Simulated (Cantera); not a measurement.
A closed system holds: 1 mol Si₂H₆, 4.6 mol HCl, 20 mol N₂, held at 1025 K and 2.90 mbar.

Method: chemical equilibrium by Gibbs-energy minimisation in Cantera with the NASA 1993 tables (ideal gas, pure condensed phases). Candidate condensed phases: NH₄Cl, Si, Si₃N₄; 28 gas species. The feed counts by its element totals alone. N₂ is the only nitrogen source here; it is nearly inert below about 1500 K, so the nitride shown seldom forms there in practice. The tables' values for SiCl₃ are old estimates; treat these amounts as uncertain. The numbers say what is thermodynamically allowed, not how fast it happens.

Base state: N₂ 0.713, HCl 0.165, H₂ 0.119, SiCl₄ 0.00253, SiCl₃ 2.02e-5, SiHCl₃ 1.58e-5 (mole fractions); condensed: Si₃N₄(s).

Q: What changes in the equilibrium state with this change: Si₂H₆ replaced by Si₃H₈?

A: 
```json
[
 {"species": "N₂", "before": "0.713", "after": "0.678"},
 {"species": "HCl", "before": "0.165", "after": "0.166"},
 {"species": "H₂", "before": "0.119", "after": "0.154"},
 {"species": "SiCl₄", "before": "0.00253", "after": "0.00163"},
 {"species": "SiCl₃", "before": "2.02e-5", "after": "1.46e-5"},
 {"species": "SiHCl₃", "before": "1.58e-5", "after": "1.30e-5"},
 {"species": "Si₃N₄(s), mol", "before": "0.644", "after": "0.985"}
]
```

Q: What changes in the equilibrium state with this change: HCl from 4.6 to 0.024 mol?

A: 
| species | before | after |
|---|---|---|
| N₂ | 0.713 | 0.861 |
| H₂ | 0.119 | 0.138 |
| HCl | 0.165 | 0.00111 |
| SiCl₄ | 0.00253 | <1e-9 |
| SiCl₃ | 2.02e-5 | <1e-9 |
| SiHCl₃ | 1.58e-5 | <1e-9 |
| Si₃N₄(s), mol | 0.644 | 0.667 |

Q: What changes in the equilibrium state with this change: Si₂H₆ replaced by Si₂Cl₆?

A: 
| species | before | after |
|---|---|---|
| N₂ | 0.713 | 0.771 |
| HCl | 0.165 | 0.144 |
| SiCl₄ | 0.00253 | 0.0668 |
| H₂ | 0.119 | 0.0173 |
| SiCl₃ | 2.02e-5 | 0.000232 |
| SiCl₂ | 3.35e-6 | 1.67e-5 |
| SiHCl₃ | 1.58e-5 | 6.90e-5 |
| Si₃N₄(s), mol | 0.644 | 0.0916 |
